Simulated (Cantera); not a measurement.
What does this Cantera script print?

```python
import numpy as np
import cantera as ct

gas_names = [...]  # 114 gases of nasa_gas.yaml made of C, Fe, H, O
cond_names = """
    C(gr) C6H6(L) C7H8(L) C8H18(L),n-octa Fe(a) Fe(c) Fe(d) Fe(L) FeC5O5(L) FeO(s) FeO(L) Fe(OH)2(s)
    Fe(OH)3(s) Fe2O3(s) Fe3O4(s) H2O(s) H2O(L)
""".split()


# ... load() reads the species with a 1 bar reference pressure and builds the phases ...
atoms = {
    'Fe3O4': {'Fe': 3, 'O': 4},
    'CO': {'C': 1, 'O': 1},
    'H2': {'H': 2},
}
top_T = {'C(gr)': 4500, 'Fe2O3(s)': 1830, 'Fe3O4(s)': 1870}  # K; cautious upper limits of use, not melting points


# ... equilibrate(T, P, feed) seeds the gas with the atoms and calls Mixture.equilibrate('TP', solver="vcs", rtol=1e-11, max_steps=5000) ...
results = []
feed = {'Fe3O4': 1, 'CO': 5.3, 'H2': 0.95}  # mol
T = 2123.15  # K
P = 610  # Pa
mix = equilibrate(T, P, feed)
results.append((T, P, feed, dict(zip(mix.species_names, mix.species_moles))))
x = sorted(zip(gas.X, gas.species_names), reverse=True)
print(f"T = {T:g} K  P = {P:g} Pa  gas = {mix.phase_moles(0):.4g} mol")
print("   x: " + "  ".join(f"{s} {v:.3e}" for v, s in x if v > 1e-05))
print("   condensed (mol): " + ("  ".join(f"{mix.phase(i).name} {mix.phase_moles(i):.4g}"
      for i in range(1, mix.n_phases) if mix.phase_moles(i) > 1e-12) or "none"))
```

It prints:

```
T = 2123.15 K  P = 610 Pa  gas = 6.891 mol
   x: CO 6.158e-01  CO2 1.533e-01  Fe 8.346e-02  H2O 7.301e-02  H2 5.839e-02  H 1.111e-02  FeO 2.748e-03  OH 1.718e-03  O 2.318e-04  O2 1.232e-04  Fe(OH)2 4.837e-05
   condensed (mol): FeO(L) 2.406
```

These are equilibrium values from Cantera (NASA tables, ideal gas, pure condensed phases), not measurements of a reactor. The tables' stoichiometric FeO is somewhat more stable than real wüstite, so its field is too wide. FeO: taken at fixed stoichiometry.
